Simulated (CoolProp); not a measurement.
R1336mzz(Z) at 227.5 K and 0.605 MPa is throttled through a valve to 0.195 MPa with no heat exchange. Each further row changes one setting.

Model: reference Helmholtz-energy equation of state, McLinden 2020, in CoolProp.

| case | temperature change (K) |
|---|---|
| as stated | +0.2 |
| outlet pressure 0.0585 MPa | +0.2 |
| outlet pressure 0.254 MPa | +0.1 |
